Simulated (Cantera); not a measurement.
**Carbothermic reduction: CuO + CO + H2**

Charge: 1 mol CuO, 0.85 mol CO, 3.1 mol H2, at 140 Pa.

Cantera equilibrium calculation (NASA polynomials, part measured and part estimated; ideal gas, pure solids and liquids). Candidate condensed phases: C, C6H6, C7H8, C8H18, Cu, CuO, Cu(OH)2, Cu2O, H2O; 113 gas species. Kinetics and transport are ignored.

```csv
T (K),x H2,x H2O,x CO,x Cu,x CO2,n Cu(s),n Cu(l)
800,0.638,0.147,0.109,<1e-12,0.106,1.00,0
875,0.620,0.165,0.127,3.59e-11,0.0886,1.00,0
950,0.606,0.179,0.141,1.35e-9,0.0744,1.00,0
1025,0.595,0.190,0.152,2.96e-8,0.0631,1.00,0
1100,0.586,0.199,0.161,4.25e-7,0.0541,1.000,0
1175,0.579,0.206,0.168,4.32e-6,0.0469,1.000,0
1250,0.573,0.212,0.174,3.31e-5,0.0412,1.000,0
1325,0.568,0.217,0.179,0.000201,0.0365,0.999,0
1400,0.564,0.220,0.182,0.000963,0.0328,0,0.996
1475,0.559,0.223,0.185,0.00383,0.0296,0,0.985
1550,0.551,0.223,0.185,0.0133,0.0268,0,0.947
1625,0.533,0.219,0.182,0.0408,0.0240,0,0.832
1700,0.490,0.203,0.170,0.113,0.0206,0,0.492
```
x: gas mole fraction; n: condensed amount in mol.

From 800 K to 1325 K the condensed part is Cu(s). From 1400 K to 1700 K the condensed part is Cu(l).
